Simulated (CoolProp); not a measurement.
Vapour-liquid equilibrium of R22 (1) + C3F8 (R218) (2) at 316.5 K; x and y are mole fractions of (1).

Model: multi-fluid Helmholtz-energy mixture model, Kamei 1995 and Lemmon 2006; pair parameters Bell 2016, in CoolProp.

### Question
Give the bubble pressure and the first vapour's composition at x = 0.65, 0.8, 0.95. Is there an azeotrope?

### Answer
x = 0.65: 19.60 bar, y = 0.642; x = 0.8: 19.12 bar, y = 0.754; x = 0.95: 17.56 bar, y = 0.917. y crosses x between x = 0.5 and 0.65: the model has an azeotrope there.

The pair parameters rest on a limited set of measurements; away from them the model extrapolates.
